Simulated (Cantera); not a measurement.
A perfectly stirred reactor is fed with 9.39 % CH₃OH, 19.1 % O₂, 71.5 % N₂, at 740000 Pa; it is adiabatic with a 450 K inlet, and is followed from long to short residence time, starting on the burning branch (τ in s: 0.46, 0.16, 0.057, 0.02, 0.0072, 0.0026, 0.00091, 0.00032, 0.00011, 4e-05, 1.4e-05, 5.1e-06).

Model: GRI-Mech 3.0 (53 species, 325 reactions), integrated in Cantera. GRI-Mech 3.0 was tuned for natural gas; its chemistry of methanol as a main component is partial and can be far from experiment.

x: mole fraction; the columns are a selection and need not sum to one.

```tsv
τ (s)	T (K)	x CH₃OH	x O₂	x CO	x HCO	x O	x HCN
0.46	2052	1.02e-7	0.0464	0.000323	1.10e-9	8.02e-5	2.59e-9
0.16	2054	…	0.0469	0.000348	…	8.37e-5	…
0.057	2054	7.75e-7	0.0472	0.000408	8.77e-9	9.02e-5	3.91e-9
0.020	2053	2.04e-6	0.0473	0.000562	2.51e-8	0.000106	4.15e-9
0.0072	2049	4.90e-6	0.0475	0.000912	7.00e-8	0.000142	4.44e-9
0.0026	2040	1.08e-5	0.0478	0.00164	1.95e-7	0.000218	4.99e-9
0.00091	2024	2.33e-5	0.0485	0.00312	5.62e-7	0.000370	6.07e-9
0.00032	1994	4.91e-5	0.0499	0.00591	1.61e-6	0.000632	8.71e-9
0.00011	1941	0.000110	0.0528	0.0113	4.76e-6	0.00101	1.71e-8
4.0e-5	1842	0.000307	0.0596	0.0228	1.37e-5	0.00119	3.62e-8
1.4e-5	450	0.0939	0.191	<1e-12	<1e-12	<1e-12	<1e-12
5.1e-6	450	0.0939	0.191	<1e-12	<1e-12	<1e-12	<1e-12
```

Q: Some entries are withheld; supply them.

A: 
- 0.16, x CH₃OH: 2.87e-7
- 0.16, x HCO: 3.13e-9
- 0.16, x HCN: 3.48e-9
